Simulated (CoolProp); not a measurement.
A closed Brayton cycle with carbon dioxide: compressor inlet 308.15 K and 8.8 MPa, high pressure 24.3 MPa, turbine inlet 860 K, compressor efficiency 0.89, turbine efficiency 0.9, recuperator effectiveness 0.9 (on enthalpy, no pinch check). Each further row changes one setting.

Computed with CoolProp (reference Helmholtz-energy equation of state, Span 1996).

| case | thermal efficiency (%) | net work (kJ/kg) | compressor to turbine work | compressor exit (K) | turbine exit (K) |
|---|---|---|---|---|---|
| as stated | 36.2 | 115 | 0.18 | 337.9 | 735.4 |
| turbine inlet 810 K | 34.9 | 106 | 0.19 | 337.9 | 689.8 |
| compressor inlet 318.15 K | 35.8 | 98.4 | 0.29 | 388.1 | 735.4 |
| high pressure 20.7 MPa | [?] | 99.7 | [?] | [?] | [?] |
| recuperator effectiveness 0.5 | 22.5 | 115 | 0.18 | 337.9 | 735.4 |

**Question.** Complete the blanks.

**Answer.** 
- high pressure 20.7 MPa, thermal efficiency (%): 33.9
- high pressure 20.7 MPa, compressor to turbine work: 0.16
- high pressure 20.7 MPa, compressor exit (K): 332.5
- high pressure 20.7 MPa, turbine exit (K): 754.5
